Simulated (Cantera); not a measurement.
An adiabatic, constant-volume homogeneous reactor starts with H2 : O2 : N2 : NO = 1 : 0.943 : 10.4 : 0.015 (molar parts), at 1650 K and 3.75 atm. Integrator tolerance rtol = 1e-08.

Computed with Cantera and GRI-Mech 3.0 (53 species, 325 reactions). The hydrogen kinetics of GRI-Mech 3.0 are dated; newer H2 mechanisms differ, most at raised pressure.

Task: What does this change do: initial temperature 1650 to 1225 K?

Result: 
```
quantity                                                              before                                      after
---------------------------------  -----------------------------------------  -----------------------------------------
time of steepest temperature rise                                    5.61 µs                                    30.2 µs
temperature at 3.00 s                                                 2316 K                                     1955 K
equilibrium temperature                                               2316 K                                     1954 K
x(H2) at 3.00 s                    0.000453 (gas-phase equilibrium 0.000453)    3.74e-5 (gas-phase equilibrium 3.71e-5)
x(O2) at 3.00 s                        0.0338 (gas-phase equilibrium 0.0338)      0.0365 (gas-phase equilibrium 0.0363)
x(NO) at 3.00 s                      0.00688 (gas-phase equilibrium 0.00688)    0.00259 (gas-phase equilibrium 0.00296)
x(OH) at 3.00 s                      0.00298 (gas-phase equilibrium 0.00298)  0.000624 (gas-phase equilibrium 0.000620)
x(NO2) at 3.00 s                     6.82e-6 (gas-phase equilibrium 6.82e-6)    4.85e-6 (gas-phase equilibrium 5.54e-6)
x(N2O) at 3.00 s                     9.10e-7 (gas-phase equilibrium 9.10e-7)    4.27e-7 (gas-phase equilibrium 4.25e-7)
```
The mechanism lacks 2 NO + O2 → 2 NO2 and HONO, so NO2 and the effect of NO are under-described below about 1400 K.

Task: What does this change do: initial temperature 1650 to 1350 K?

Result: 
```
quantity                                                              before                                    after
---------------------------------  -----------------------------------------  ---------------------------------------
time of steepest temperature rise                                    5.61 µs                                  15.4 µs
temperature at 3.00 s                                                 2316 K                                   2063 K
equilibrium temperature                                               2316 K                                   2063 K
x(H2) at 3.00 s                    0.000453 (gas-phase equilibrium 0.000453)  8.61e-5 (gas-phase equilibrium 8.61e-5)
x(O2) at 3.00 s                        0.0338 (gas-phase equilibrium 0.0338)    0.0357 (gas-phase equilibrium 0.0357)
x(NO) at 3.00 s                      0.00688 (gas-phase equilibrium 0.00688)  0.00395 (gas-phase equilibrium 0.00395)
x(OH) at 3.00 s                      0.00298 (gas-phase equilibrium 0.00298)  0.00106 (gas-phase equilibrium 0.00106)
x(NO2) at 3.00 s                     6.82e-6 (gas-phase equilibrium 6.82e-6)  5.98e-6 (gas-phase equilibrium 5.98e-6)
x(N2O) at 3.00 s                     9.10e-7 (gas-phase equilibrium 9.10e-7)  5.50e-7 (gas-phase equilibrium 5.50e-7)
```
The mechanism lacks 2 NO + O2 → 2 NO2 and HONO, so NO2 and the effect of NO are under-described below about 1400 K.

Task: What does this change do: initial temperature 1650 to 1723 K?

Result: 
```
quantity                                                              before                                      after
---------------------------------  -----------------------------------------  -----------------------------------------
time of steepest temperature rise                                    5.61 µs                                    4.69 µs
temperature at 3.00 s                                                 2316 K                                     2376 K
equilibrium temperature                                               2316 K                                     2376 K
x(H2) at 3.00 s                    0.000453 (gas-phase equilibrium 0.000453)  0.000634 (gas-phase equilibrium 0.000634)
x(O2) at 3.00 s                        0.0338 (gas-phase equilibrium 0.0338)      0.0332 (gas-phase equilibrium 0.0332)
x(NO) at 3.00 s                      0.00688 (gas-phase equilibrium 0.00688)    0.00767 (gas-phase equilibrium 0.00767)
x(OH) at 3.00 s                      0.00298 (gas-phase equilibrium 0.00298)    0.00367 (gas-phase equilibrium 0.00367)
x(NO2) at 3.00 s                     6.82e-6 (gas-phase equilibrium 6.82e-6)    6.97e-6 (gas-phase equilibrium 6.97e-6)
x(N2O) at 3.00 s                     9.10e-7 (gas-phase equilibrium 9.10e-7)    1.01e-6 (gas-phase equilibrium 1.01e-6)
```
